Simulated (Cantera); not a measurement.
What does this Cantera script print?

```python
import numpy as np
import cantera as ct

gas = ct.Solution("h2o2.yaml")
gas.TP = 300, 51000
flame = ct.CounterflowDiffusionFlame(gas, width=0.02)
flame.fuel_inlet.X, flame.fuel_inlet.T = {'H2': 1}, 398
flame.oxidizer_inlet.X, flame.oxidizer_inlet.T = {'O2': 0.22, 'N2': 0.78}, 348
flame.set_refine_criteria(ratio=3, slope=0.12, curve=0.24, prune=0.03)
show = ['OH', 'H', 'H2O', 'HO2']

rows = []
print(f"{'mdot':>8s}{'a_max':>10s}{'a_mean':>10s}{'Tmax/K':>9s}" + "".join(f"{s:>11s}" for s in show) + "   (peak mole fractions)")
for i, mdot in enumerate([0.31, 0.51, 0.84, 1.4, 2.3, 3.8, 6.4]):  # kg/m2/s on the oxidiser side
    flame.oxidizer_inlet.mdot, flame.fuel_inlet.mdot = mdot, 0.28 * mdot
    flame.solve(loglevel=0, auto=(i == 0))
    if flame.T.max() < max(398, 348) + 100:
        print(f"{mdot:8.3g}  no burning solution found from the previous one")
        break
    dT = np.abs(np.gradient(flame.T, flame.grid))
    rows.append([flame.strain_rate("max"), flame.strain_rate("mean"), flame.T.max(),
                 *(flame.X[gas.species_index(s)].max() for s in show), max(dT[0], dT[-1]) / dT.max()])
    print(f"{mdot:8.3g}{rows[-1][0]:10.1f}{rows[-1][1]:10.1f}{rows[-1][2]:9.1f}" + "".join(f"{x:11.3e}" for x in rows[-1][3:-1]))
```

Output:

```
    mdot     a_max    a_mean   Tmax/K         OH          H        H2O        HO2   (peak mole fractions)
    0.31     743.6     170.1   2236.1  2.140e-02  2.894e-02  2.752e-01  8.204e-05
    0.51    1158.1     279.9   2155.1  2.083e-02  3.347e-02  2.712e-01  1.011e-04
    0.84    1857.9     461.0   2062.9  1.989e-02  3.854e-02  2.676e-01  1.218e-04
     1.4    3030.6     768.3   1967.9  1.861e-02  4.442e-02  2.638e-01  1.466e-04
     2.3    4889.5    1262.2   1868.9  1.691e-02  4.974e-02  2.598e-01  1.732e-04
     3.8    8037.3    2085.4   1771.0  1.501e-02  5.566e-02  2.544e-01  2.036e-04
     6.4   13450.4    3512.2   1659.5  1.261e-02  6.030e-02  2.470e-01  2.413e-04
```

Model: the H2/O2 subset of GRI-Mech 3.0, which has no nitrogen chemistry, integrated in Cantera. The maximum strain rate includes the flame's own expansion and is several times the mean.
